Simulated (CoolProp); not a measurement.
The fluoroketone C6F12O (FK-5-1-12) at several states: fugacity coefficient from the reference equation and from simpler models built on Tc = 441.8 K, pc = 1869 kPa, ω = 0.471; each cubic takes its own stable root.

Computed with CoolProp (reference Helmholtz-energy equation of state, McLinden 2015).

| T (K) | p (kPa) | phase | reference |
|---|---|---|---|
| 261.7 | 5670 | liquid | 0.001864 |
| 209.2 | 1060 | liquid | 0.0001142 |
| 407.4 | 10.6 | gas | 0.9973 |
| 233 | 315 | liquid | 0.003056 |
| 190.4 | 164 | liquid | 7.594e-5 |
| 341.9 | 443 | liquid | 0.4002 |

Problem. How far does each simpler model (van der Waals, Redlich-Kwong, Soave-Redlich-Kwong, Peng-Robinson) lie from the reference over these 6 states: mean and median of the absolute difference, and the worst?

Solution. 
- van der Waals: mean 31152.8 %, median 5117.6 %, worst +142776.0 % at 190.4 K and 164 kPa
- Redlich-Kwong: mean 1051.1 %, median 622.8 %, worst +3298.7 % at 190.4 K and 164 kPa
- Soave-Redlich-Kwong: mean 8.1 %, median 5.5 %, worst +22.9 % at 190.4 K and 164 kPa
- Peng-Robinson: mean 17.4 %, median 10.2 %, worst +53.3 % at 190.4 K and 164 kPa

At some of these states van der Waals gives the other phase, because its saturation line lies elsewhere.
